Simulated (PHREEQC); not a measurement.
Make-up at 85 °C: 0.17 mol NaH2PO4 and 0.054 mol CsBr per kg of water. Closed to the air; pH follows from the charge balance.

All values are PHREEQC results (ion-association model, wateq4f.dat), not measurements.

Each row changes one thing in this solution. This is a speciation only: nothing precipitates in the calculation.

```csv
case,pH,ionic strength (mol/kgw),H3PO4 (mol/kgw),HPO4-2 (mol/kgw),NaHPO4- (mol/kgw),PO4-3 (mol/kgw)
as made,4.43,0.225,0.00112,0.00108,8.76e-5,2.06e-10
CsBr from 0.054 to 0.0054 mol/kgw,4.45,0.176,0.00110,0.00105,9.37e-5,1.88e-10
CsBr replaced by KBr at the same molality,4.43,0.225,0.00113,0.00107,8.66e-5,2.01e-10
NaH2PO4 from 0.17 to 0.017 mol/kgw,___,___,8.68e-5,0.000116,1.43e-6,1.92e-11
CsBr from 0.054 to 0.027 mol/kgw,___,0.198,0.00111,0.00107,9.08e-5,1.96e-10
0.002 mol/kgw CsOH added,___,0.228,0.000512,0.00234,0.000189,9.78e-10
```

Task: What belongs in the gaps?

Result: 
- NaH2PO4 from 0.17 to 0.017 mol/kgw, pH: 4.60
- NaH2PO4 from 0.17 to 0.017 mol/kgw, ionic strength (mol/kgw): 0.0711
- CsBr from 0.054 to 0.027 mol/kgw, pH: 4.44
- 0.002 mol/kgw CsOH added, pH: 4.77

H3PO4, which wateq4f.dat lacks, is added to it with the constant of phreeqc.dat. Away from 25 °C the constants follow the database's enthalpies or fits; those with neither stay at their 25 °C values.
